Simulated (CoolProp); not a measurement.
Propylene glycol at 507.43 K and 0.174 MPa is throttled through a valve to 0.0289 MPa with no heat exchange. Each further row changes one setting.

Computed with CoolProp (reference Helmholtz-energy equation of state, Eisenbach 2021).

```
case                         temperature change (K)  final density (kg/m³)
---------------------------  ----------------------  ---------------------
as stated                                      -1.7                  0.525
outlet pressure 0.00867 MPa                    -1.9                  0.157
outlet pressure 0.0376 MPa                     -1.6                  0.684
```
